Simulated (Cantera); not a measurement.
Cantera run, input and output.

```python
import numpy as np
import cantera as ct

gas = ct.Solution("gri30.yaml", transport_model="multicomponent")
show = ['H', 'NO', 'O']

rows = []
print(f"{'T/K':>7s}{'rho':>11s}{'cp':>10s}{'mu':>11s}{'lambda':>11s}{'Pr':>7s}" + "".join(f"{'D_' + s:>11s}" for s in show))
for T in [400, 600, 800, 1000, 1200, 1400]:
    gas.TPX = T, 13332, {'H2O': 0.84}
    Pr = gas.cp_mass * gas.viscosity / gas.thermal_conductivity
    D = [gas.mix_diff_coeffs_mole[gas.species_index(s)] for s in show]
    rows.append([gas.density, gas.cp_mass, gas.viscosity, gas.thermal_conductivity, Pr, *D])
    print(f"{T:7g}{gas.density:11.4e}{gas.cp_mass:10.1f}{gas.viscosity:11.4e}"
          f"{gas.thermal_conductivity:11.4e}{Pr:7.3f}" + "".join(f"{d:11.4e}" for d in D))
print("SI units: kg/m3, J/kg/K, Pa s, W/m/K, m2/s")
```

It prints:

```
    T/K        rho        cp         mu     lambda     Pr        D_H       D_NO        D_O
    400 7.2216e-02    1902.2 1.3967e-05 3.6786e-02  0.722 1.7257e-03 2.9710e-04 4.9193e-04
    600 4.8144e-02    2016.1 2.1488e-05 6.0611e-02  0.715 3.6973e-03 6.3136e-04 1.0276e-03
    800 3.6108e-02    2150.0 2.8971e-05 8.7347e-02  0.713 6.2211e-03 1.0572e-03 1.7041e-03
   1000 2.8887e-02    2292.2 3.6247e-05 1.1642e-01  0.714 9.2248e-03 1.5628e-03 2.5044e-03
   1200 2.4072e-02    2435.6 4.3256e-05 1.4734e-01  0.715 1.2661e-02 2.1406e-03 3.4175e-03
   1400 2.0633e-02    2565.4 4.9979e-05 1.7896e-01  0.716 1.6496e-02 2.7852e-03 4.4353e-03
SI units: kg/m3, J/kg/K, Pa s, W/m/K, m2/s
```

Cantera simulation using GRI-Mech 3.0 (53 species, 325 reactions); the numbers are that mechanism's predictions, not measurements. Polar gases are described roughly by these parameters.
